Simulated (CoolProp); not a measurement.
Vapour-liquid equilibrium of m-xylene (1) + n-decane (2) at 227.65 °C; x and y are mole fractions of (1).

Values from CoolProp's multi-fluid Helmholtz-energy mixture model, Zhou 2012 and Lemmon 2006; pair parameters Bell 2016.

```csv
x,bubble pressure (bar),y at the bubble point,dew pressure at overall composition x (bar),liquid density (mol/L)
0.05,3.507,0.090,3.427,3.944
0.15,3.854,0.246,3.635,4.106
0.25,4.195,0.378,3.864,4.280
0.35,4.534,0.493,4.119,4.468
0.45,4.872,0.594,4.402,4.672
0.55,5.213,0.685,4.720,4.894
0.65,5.558,0.767,5.078,5.135
0.75,5.909,0.841,5.485,5.399
0.85,6.266,0.909,5.953,5.688
0.95,6.628,0.971,6.500,6.006
```

No azeotrope shows between x = 0.05 and 0.95.

The pair parameters rest on a limited set of measurements; away from them the model extrapolates.
